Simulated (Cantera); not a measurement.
Input (Python, Cantera) and output of one run.

```python
import numpy as np
import cantera as ct

gas_names = """
    C CO CO2 C2 C2O C3 C3O2 C4 C5 Cu CuO Cu2 O O2 O3
""".split()
cond_names = """
    C(gr) Cu(cr) Cu(L) CuO(s) Cu2O(s) Cu2O(L)
""".split()


# ... load() reads the species with a 1 bar reference pressure and builds the phases ...
atoms = {
    'CuO': {'Cu': 1, 'O': 1},
    'C': {'C': 1},
    'CO': {'C': 1, 'O': 1},
}
top_T = {'C(gr)': 4500, 'CuO(s)': 1390}  # K; cautious upper limits of use, not melting points


# ... equilibrate(T, P, feed) seeds the gas with the atoms and calls Mixture.equilibrate('TP', solver="vcs", rtol=1e-11, max_steps=5000) ...
results = []
feed = {'CuO': 1, 'C': 7.7, 'CO': 0.013}  # mol
T = 1998  # K
P = 27  # Pa
mix = equilibrate(T, P, feed)
results.append((T, P, feed, dict(zip(mix.species_names, mix.species_moles))))
print(gas.report(threshold=0.001))
for i in range(1, mix.n_phases):
    print(f"{mix.phase(i).name:16s} {mix.phase_moles(i):12.5e} mol")
```

It prints:

```
       temperature   1998 K
          pressure   27 Pa
           density   7.4221e-05 kg/m^3
  mean mol. weight   45.666 kg/kmol
   phase of matter   gas

                          1 kg             1 kmol
                     ---------------   ---------------
          enthalpy        3.4627e+06        1.5813e+08  J
   internal energy        3.0989e+06        1.4151e+08  J
           entropy            6712.7        3.0654e+05  J/K
    Gibbs function       -9.9493e+06       -4.5435e+08  J
 heat capacity c_p            633.98             28952  J/K
 heat capacity c_v            451.91             20637  J/K

                      mass frac. Y      mole frac. X     chem. pot. / RT
                     ---------------   ---------------   ---------------
                CO           0.30868           0.50326           -43.257
                Cu           0.69114           0.49667           -11.233
     [  +13 minor]        0.00018012        6.4898e-05

C(gr)             6.70000e+00 mol
Cu(L)             0.00000e+00 mol
Cu2O(L)           0.00000e+00 mol
```

These are equilibrium values from Cantera (NASA tables, ideal gas, pure condensed phases), not measurements of a reactor.
